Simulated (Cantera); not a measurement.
An isothermal plug-flow reactor at 725 K and 1.00 bar (inlet), inlet velocity 2.1 m/s, active area per volume 440 1/m; feed CO : O2 : N2 = 0.0091 : 0.089 : 0.79 (molar parts).

Cantera simulation using Deutschmann's 1995 Pt surface mechanism with GRI-Mech 3.0 gas chemistry; the numbers are that mechanism's predictions, not measurements. Catalytic surfaces can have several steady states; this one follows from the mechanism file's or the stated starting coverage. Mass transfer to the wall is taken as infinitely fast.

x: gas mole fraction; θ: surface coverage.

```csv
z (m),x CO,x O2,x H2O,x CO2,θ free Pt,θ O*,θ CO*
0.0006,0.00774,0.0991,<1e-12,(withheld),0.128,0.0826,0.789
0.0013,0.00525,0.0980,<1e-12,(withheld),0.0383,0.956,0.00560
0.0028,0.00476,0.0977,<1e-12,(withheld),0.0279,0.969,0.00265
0.006,0.00419,0.0975,<1e-12,(withheld),0.0226,0.976,0.00153
0.013,0.00346,0.0971,<1e-12,(withheld),0.0190,0.980,0.000883
0.028,0.00258,0.0967,<1e-12,(withheld),0.0163,0.983,0.000484
0.06,0.00160,0.0963,<1e-12,(withheld),0.0144,0.985,0.000233
```

Fill in the missing entries.


- 0.0006, x CO2: 0.00252
- 0.0013, x CO2: 0.00502
- 0.0028, x CO2: 0.00551
- 0.006, x CO2: 0.00609
- 0.013, x CO2: 0.00682
- 0.028, x CO2: 0.00771
- 0.06, x CO2: 0.00869
